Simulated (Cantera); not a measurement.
Feed: 1 mol Al(CH3)3, 36 mol N2, 2.8 mol H2, held at 34000 Pa.

Cantera equilibrium calculation (NASA polynomials, part measured and part estimated; ideal gas, pure solids and liquids). Candidate condensed phases: Al, AlN, C, C6H6, C7H8, C8H18; 97 gas species. The feed counts by its element totals alone. Rates play no part.

What share of the Al ends up in condensed phases as a function of T (K), at 1598, 1673, 1748, 1823, 1898, 1973, 2048, 2123, 2198?


```
T (K)  Al condensed (%)      as
-----  ----------------  ------
1598              100.0  AlN(s)
1673              100.0  AlN(s)
1748              100.0  AlN(s)
1823              100.0  AlN(s)
1898               99.9  AlN(s)
1973               99.7  AlN(s)
2048               98.7  AlN(s)
2123               95.4  AlN(s)
2198               84.4  AlN(s)
```
